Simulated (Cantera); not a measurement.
**Ignition delay**

Mixture: 8.71 % CH₄, 0.392 % H₂, 13.6 % O₂, 77.3 % N₂, equivalence ratio 1.3, at 760 Torr, adiabatic and at constant pressure. Ignition delay is the time to a rise of 400 K.

Computed with Cantera and GRI-Mech 3.0 (53 species, 325 reactions).

| T0 (K) | delay (ms) |
|---|---|
| 1000 | 591 |
| 1075 | 237 |
| 1150 | 90.3 |
| 1225 | 34.6 |
| 1300 | 13.7 |
| 1375 | 5.66 |
| 1450 | 2.47 |
| 1525 | 1.16 |

```yaml
apparent activation energy between 1375 and 1525 K: 180 kJ/mol
```
